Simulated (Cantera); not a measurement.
Feed: 1 mol borazine, a varied amount of O2, 1.4 mol N2, held at 13000 Pa.

Equilibrium computed with Cantera from the NASA thermochemical tables; the gas is ideal and each condensed phase is pure. Candidate condensed phases: B, BN, B2O3, B3O3H3, H2O; 39 gas species. The feed counts by its element totals alone. Mutual solubility and eutectic melting of coexisting phases are not modelled. Equilibrium is a limit: real reactors are often held back by kinetics, nucleation or transport.

Stable condensed phases, one row left out:

```
T in K \ n(O2) in mol
         0.059 0.079  0.11  0.14  0.19  0.25  0.34
   2273      A     A     A     A     A     A     A
   2173      A     A     A     A     A     A     A
   2073      A     A     A     A     A     A     A
   1973      A     A     A     A     A     A     A
   1873      A     A     A     A     A     A     A
   1773      A     A     A     A     A     A     B
   1573      B     B     B     B     B     B     B
   1473      B     B     B     B     B     B     B
   1373      B     B     B     B     B     B     B
   1273      B     B     B     B     B     B     B
```

A: BN; B: BN + B2O3.

Give the row for 1673 K.

0.059: BN; 0.079: BN; 0.11: BN + B2O3; 0.14: BN + B2O3; 0.19: BN + B2O3; 0.25: BN + B2O3; 0.34: BN + B2O3.
